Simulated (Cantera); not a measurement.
Feed: 1 mol FeCl₃, 1.7 mol HCl, 0.13 mol N₂, 34 mol H₂, equilibrated at 2000 K and 13.3 mbar.

Cantera equilibrium calculation (NASA polynomials, part measured and part estimated; ideal gas, pure solids and liquids). Candidate condensed phases: Fe, FeCl₂, FeCl₃, NH₄Cl; 18 gas species. Rates play no part.

Base state: H₂ 0.854, HCl 0.103, Fe 0.0166, H 0.0130, FeCl₂ 0.00949, N₂ 0.00340, Cl 0.00117, FeCl 7.68e-5 (mole fractions); condensed: gas only.

Question: What changes in the equilibrium state with this change: pressure from 13.3 mbar to 7.30 Pa?

Answer: 
| species | before | after |
|---|---|---|
| H₂ | 0.854 | 0.702 |
| H | 0.0130 | 0.159 |
| HCl | 0.103 | 0.0955 |
| Cl | 0.00117 | 0.0162 |
| Fe | 0.0166 | 0.0237 |
| FeCl₂ | 0.00949 | 7.82e-5 |
| FeCl | 7.68e-5 | 8.34e-6 |
| N₂ | 0.00340 | 0.00309 |

Question: What changes in the equilibrium state with this change: temperature from 2000 K to 1723.15 K?

Answer: 
```tsv
species	before	after
H₂	0.854	0.881
HCl	0.103	0.101
FeCl₂	0.00949	0.0122
Fe	0.0166	0.000686
H	0.0130	0.00148
FeCl	7.68e-5	6.18e-6
Cl	0.00117	0.000132
N₂	0.00340	0.00348
Fe(δ), mol	0	0.518
```
